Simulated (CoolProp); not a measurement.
Vapour-liquid equilibrium of cyclohexane (1) + n-octane (2) at 362.9 K; x and y are mole fractions of (1).

The numbers come from the multi-fluid Helmholtz-energy mixture model, Zhou 2014 and Beckmüller 2019; pair parameters Bell 2016 in CoolProp.

```tsv
x	bubble pressure, mixture model (kPa)	bubble pressure, Raoult's law (kPa)	y, mixture model	y, Raoult's law
0.05	38.00	38.11	0.167	0.173
0.15	47.76	47.98	0.403	0.412
0.25	57.63	57.86	0.561	0.570
0.35	…	67.73	0.673	0.682
0.45	…	77.60	…	0.765
0.55	87.29	87.47	0.822	0.829
0.65	…	97.34	…	0.881
0.75	…	107.2	0.918	0.923
0.85	116.9	117.1	0.954	0.957
0.95	…	127.0	…	0.987
```

Question: Complete the blanks.

Answer: 
- 0.35, bubble pressure, mixture model (kPa): 67.52
- 0.45, bubble pressure, mixture model (kPa): 77.42
- 0.45, y, mixture model: 0.757
- 0.65, bubble pressure, mixture model (kPa): 97.15
- 0.65, y, mixture model: 0.874
- 0.75, bubble pressure, mixture model (kPa): 107.0
- 0.95, bubble pressure, mixture model (kPa): 126.9
- 0.95, y, mixture model: 0.986

The largest gap from Raoult's law is -0.5 % in bubble pressure, at x = 0.15. No azeotrope shows between x = 0.05 and 0.95.

The pair parameters rest on a limited set of measurements; away from them the model extrapolates.
